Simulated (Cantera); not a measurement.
Feed: 1 mol FeS2, 1500 mol H2, at 30.0 Pa.

Equilibrium computed with Cantera from the NASA thermochemical tables; the gas is ideal and each condensed phase is pure. Candidate condensed phases: Fe, FeS, FeS2, S; 8 gas species. Mutual solubility and eutectic melting of coexisting phases are not modelled. FeS: taken at fixed stoichiometry. Gases not in the tables: S3 to S7. Kinetics and transport are ignored.

Which condensed phases are stable at each of these points (T (°C)): 350, 550, 750, 950, 1150, 1350, 1550, 1750, 1950?


| T (°C) | condensed phases | Fe condensed (%) |
|---|---|---|
| 350 | FeS(s) | 100.0 |
| 550 | FeS(s) | 100.0 |
| 750 | Fe(α) + FeS(s) | 100.0 |
| 950 | Fe(γ) | 99.9 |
| 1150 | Fe(γ) | 86.7 |
| 1350 | gas only | 0.0 |
| 1550 | gas only | 0.0 |
| 1750 | gas only | 0.0 |
| 1950 | gas only | 0.0 |

From 350 °C to 550 °C the condensed part is FeS(s). At 750 °C the condensed part is Fe(α) + FeS(s). From 950 °C to 1150 °C the condensed part is Fe(γ). From 1350 °C to 1950 °C nothing is condensed.
